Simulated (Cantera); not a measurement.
Input: 1 mol Si3H8, 0.24 mol Cl2, 100 mol H2, at 700 °C and 1.60 mbar.

These are equilibrium values from Cantera (NASA tables, ideal gas, pure condensed phases), not measurements of a reactor. Candidate condensed phases: Si; 19 gas species. The feed counts by its element totals alone. Kinetics and transport are ignored.

Base state: H2 0.995, HCl 0.00447, SiCl2 3.23e-5 (mole fractions); condensed: Si(s).

What changes in the equilibrium state with this change: Cl2 from 0.24 to 0.035 mol?


```tsv
species	before	after
H2	0.995	0.999
HCl	0.00447	0.000671
SiCl2	3.23e-5	7.25e-7
Si(s), mol	2.99	3.00
```
